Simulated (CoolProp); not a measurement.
Model: reference Helmholtz-energy equation of state, Leachman 2009, in CoolProp.

Task: Give the vapour pressure (bar), vapour density (kg/m³), liquid cp (kJ/(kg K)), vapour viscosity (µPa s) of saturated normal hydrogen at 28.8 K.

Result: 
| T (K) | p (bar) | vapour density (kg/m³) | liquid cp (kJ/(kg K)) | vapour viscosity (µPa s) |
|---|---|---|---|---|
| 28.8 | 6.59 | 8.23 | 20.1 | 1.58 |

Viscosity comes from a separate model (Muzny 2013).
